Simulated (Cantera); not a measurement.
Input: 1 mol N2O, 1.2 mol O2, 17 mol N2, equilibrated at 1923 K and 23.0 bar.

Cantera equilibrium calculation (NASA polynomials, part measured and part estimated; ideal gas, pure solids and liquids). Rates play no part.

What is the equilibrium state?


| Quantity | Value |
|---|---|
| x(N2) | 0.912 |
| x(O2) | 0.0842 |
| x(NO) | 0.00418 |
| x(NO2) | 2.52e-5 |
| x(O) | 2.19e-5 |
| x(N2O) | 1.22e-6 |
| gas amount | 19.70 mol |
